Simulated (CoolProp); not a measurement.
Vapour-liquid equilibrium of hydrogen chloride (1) + n-butane (2) at 279.5 K; x and y are mole fractions of (1).

Computed with CoolProp (multi-fluid Helmholtz-energy mixture model, Thol 2018 and Bücker 2006; pair parameters Bell 2016).

| x | bubble pressure (MPa) | y at the bubble point | dew pressure at overall composition x (MPa) | liquid density (mol/L) |
|---|---|---|---|---|
| 0.05 | 0.3457 | 0.619 | 0.1375 | 10.55 |
| 0.125 | 0.6679 | 0.802 | 0.1495 | 11.09 |
| 0.2 | 0.9692 | 0.864 | 0.1638 | 11.67 |
| 0.275 | 1.236 | 0.894 | 0.1811 | 12.29 |
| 0.35 | 1.464 | 0.911 | 0.2022 | 12.98 |
| 0.425 | 1.658 | 0.923 | 0.2288 | 13.73 |
| 0.5 | 1.825 | 0.932 | 0.2634 | 14.56 |
| 0.575 | 1.976 | 0.940 | 0.3101 | 15.49 |
| 0.65 | 2.124 | 0.947 | 0.3767 | 16.54 |
| 0.725 | 2.279 | 0.955 | 0.4799 | 17.76 |
| 0.8 | 2.451 | 0.964 | 0.6605 | 19.19 |
| 0.875 | 2.648 | 0.976 | 1.055 | 20.91 |
| 0.95 | 2.876 | 0.989 | 2.178 | 23.02 |

No azeotrope shows between x = 0.05 and 0.95.

The pair parameters rest on a limited set of measurements; away from them the model extrapolates. The gap from Raoult's law changes sign with composition, which may be real or a fault of the pair parameters; it wasn't checked against measurements.
